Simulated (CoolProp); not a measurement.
Vapour-liquid equilibrium of sulfur hexafluoride (1) + n-pentane (2) at 292.9 K; x and y are mole fractions of (1).

Computed with CoolProp (multi-fluid Helmholtz-energy mixture model, Guder 2009 and Thol 2019; pair parameters Bell 2016).

**Question.** Give the bubble pressure and the first vapour's composition at x = 0.05, 0.25, 0.75. Is there an azeotrope?

**Answer.** x = 0.05: 0.4017 MPa, y = 0.852; x = 0.25: 1.340 MPa, y = 0.947; x = 0.75: 1.708 MPa, y = 0.959. No azeotrope shows between x = 0.05 and 0.95.

The pair parameters rest on a limited set of measurements; away from them the model extrapolates. With so large a gap from Raoult's law the liquid may split in two, which this calculation doesn't test in full.
